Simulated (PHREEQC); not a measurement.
Synthetic water in mg/L, 25 °C, pH 2.38, pe 8.4: Na 46.5; K 0.0568; Ca 103; Mg 32.3; Cl 107; S(6) as SO4 715; Pb 0.624.

Valence states are taken as typed.

The numbers come from PHREEQC with the ion-association model, wateq4f.dat.

Task: The ionic strength comes out as 0.0214 mol/kgw. What activity coefficients do HSO4-, Mg+2, CaHSO4+, Pb+2, K+ get?

Result: HSO4- 0.87, Mg+2 0.59, CaHSO4+ 0.87, Pb+2 0.57, K+ 0.86.

Precipitation was switched off in this run.
